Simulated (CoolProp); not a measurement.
Model: reference Helmholtz-energy equation of state, de Reuck 1993, in CoolProp.

Problem. For methanol, give the phase and the cv (kJ/(kg K)), viscosity (µPa s) at 244.65 °C and 543 kPa; 273.85 °C and 543 kPa; 317.65 °C and 543 kPa.

Solution. 
- 244.65 °C and 543 kPa: gas; cv 1.72, viscosity 16.9
- 273.85 °C and 543 kPa: gas; cv 1.77, viscosity 17.9
- 317.65 °C and 543 kPa: gas; cv 1.86, viscosity 19.5

Viscosity comes from a separate model (Xiang 2006).
